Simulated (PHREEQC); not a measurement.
Solution A (0.0049 mol/kgw SrCl2) is mixed with solution B (0.027 mol/kgw CuCl2, 0.0029 mol/kgw HNO3 and 0.0023 mol/kgw KCl) at 25 °C; shares are by mass of water, 1 kg in all. Oxygen alone is held at its pressure in air (log pO2 = -0.68). CO2 from the air is kept out. Nothing may precipitate in this run.

The numbers come from PHREEQC with the ion-association model, wateq4f.dat.

Task: Predict pH, CuCl+ (mol/kgw) at share of solution B = 0.3, 0.4, 0.6.

Result: 
| share of solution B | pH | CuCl+ (mol/kgw) |
|---|---|---|
| 0.3 | 3.12 | 0.000259 |
| 0.4 | 3.00 | 0.000392 |
| 0.6 | 2.83 | 0.000718 |

Species that the database lacks are ignored.
